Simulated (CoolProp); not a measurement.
R1224YDZ along the isotherm 473.1 K: Z from the reference equation and from simpler models built on Tc = 428.7 K, pc = 3334 kPa, ω = 0.325; each cubic takes its own stable root.

Values from CoolProp's reference Helmholtz-energy equation of state, Akasaka 2023.

```
p (kPa)          phase  reference
-------  -------------  ---------
926                gas     0.9296
1850               gas     0.8539
2780               gas     0.7715
3700     supercritical     0.6828
4630     supercritical     0.5837
5560     supercritical     0.4717
6480     supercritical     0.4065
7410     supercritical     0.4036
8340     supercritical     0.4198
```

Task: How far does each simpler model (Redlich-Kwong, Peng-Robinson) lie from the reference over these 9 states: mean and median of the absolute difference, and the worst?

Result: 
- Redlich-Kwong: mean 5.4 %, median 4.4 %, worst +11.1 % at 473.1 K and 8340 kPa
- Peng-Robinson: mean 5.7 %, median 3.0 %, worst +13.1 % at 473.1 K and 6480 kPa
